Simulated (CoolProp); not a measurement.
Saturation properties of R113.

Values from CoolProp's reference Helmholtz-energy equation of state, Marx 1992.

| T (K) | p (MPa) | liquid density (kg/m³) | surface tension (mN/m) |
|---|---|---|---|
| 271 | 0.01354 | 1627 | 20.3 |
| 284.4 | 0.02530 | 1596 | 18.8 |
| 297.8 | 0.04422 | 1564 | 17.2 |
| 311.2 | 0.07304 | 1532 | … |
| 324.6 | 0.1150 | 1499 | 14.3 |
| 338 | 0.1736 | 1465 | 12.8 |
| 351.4 | 0.2529 | 1429 | … |
| 364.8 | 0.3571 | 1392 | 10.0 |
| 378.2 | 0.4908 | 1354 | 8.68 |
| 391.6 | … | 1313 | 7.38 |
| 405 | 0.8664 | 1269 | 6.12 |
| 418.4 | 1.119 | 1221 | 4.91 |
| 431.8 | 1.422 | 1168 | 3.75 |
| 445.2 | 1.783 | 1107 | 2.66 |

Complete the blanks.


- 311.2, surface tension (mN/m): 15.7
- 351.4, surface tension (mN/m): 11.4
- 391.6, p (MPa): 0.6589

It boils at 320.7 K under 1 atm.

Surface tension comes from a separate correlation (Mulero 2012).
